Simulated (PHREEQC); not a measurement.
Dissolve 79 mmol/kgw HF and 2 mmol/kgw H2SiF6 at 40 °C. Closed to the air; pH follows from the charge balance.

Model: ion-association model, phreeqc.dat, run in PHREEQC.

- pH: 2.05
- ionic strength: 0.0119 mol/kgw
- total alkalinity: -91.0 meq/kg

```tsv
species	molality	activity	log γ
HF	0.0717	0.0719	0.001
H+	0.00992	0.00898	-0.043
F-	0.00455	0.00404	-0.051
SiF6-2	0.00200	0.00128	-0.194
HF2-	0.00137	0.00122	-0.050
```

No solid was allowed to form. Constants without temperature data keep their 25 °C values here. SiF6-2 is the database's only silicon fluoride.
